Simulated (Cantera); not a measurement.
Thermodynamics of silicon nitride deposition, feed Si2Cl6 + NH3 + H2

Charge: 1 mol Si2Cl6, 1.4 mol NH3, 6.1 mol H2, at 0.220 bar.

These are equilibrium values from Cantera (NASA tables, ideal gas, pure condensed phases), not measurements of a reactor. Candidate condensed phases: NH4Cl, Si, Si3N4; 28 gas species. The feed counts by its element totals alone. The tables' values for SiCl3, SiCl, SiN are old estimates; treat these amounts as uncertain. Gases not in the tables: Si2H6 and higher silanes. Equilibrium is a limit: real reactors are often held back by kinetics, nucleation or transport.

```tsv
T (K)	x H2	x HCl	x SiCl2	x SiCl4	x N2	x SiCl3	n Si3N4(s)	n Si(l)
1073	0.691	0.215	2.54e-5	0.0896	0.000579	0.000377	0.347	0
1173	0.686	0.220	0.000387	0.0849	0.000467	0.00183	0.348	0
1273	0.675	0.232	0.00328	0.0747	0.000544	0.00611	0.347	0
1373	0.651	0.255	0.0147	0.0555	0.00121	0.0133	0.344	0
1473	0.620	0.280	0.0377	0.0318	0.00430	0.0187	0.327	0
1573	0.600	0.281	0.0699	0.0135	0.0136	0.0189	0.275	0
1673	0.596	0.247	0.106	0.00426	0.0293	0.0147	0.183	0
1773	0.603	0.198	0.140	0.00111	0.0468	0.00955	0.0767	0
1873	0.600	0.180	0.152	0.000353	0.0590	0.00616	0	0.112
1973	0.593	0.190	0.150	0.000153	0.0589	0.00437	0	0.153
2073	0.587	0.198	0.147	7.13e-5	0.0587	0.00318	0	0.189
2173	0.579	0.204	0.143	3.52e-5	0.0584	0.00236	0	0.214
```
x: gas mole fraction; n: condensed amount in mol.

From 1073 K to 1773 K the condensed part is Si3N4(s). From 1873 K to 2173 K the condensed part is Si(l). The main Si-bearing gas is SiCl4 at 1073 K and SiCl2 at 2173 K.
